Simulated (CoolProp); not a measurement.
The numbers come from the reference Helmholtz-energy equation of state, Fiedler 2023 in CoolProp.

**Question.** Give the vapour pressure (kPa), liquid density (kg/m³), vapour density (kg/m³), enthalpy of vaporisation (kJ/kg) of saturated tetrahydrofuran at 405.8, 486.6 K.

**Answer.** 
```tsv
T (K)	p (kPa)	liquid density (kg/m³)	vapour density (kg/m³)	enthalpy of vaporisation (kJ/kg)
405.8	590	753	14.0	360
486.6	2500	620	63.6	257
```
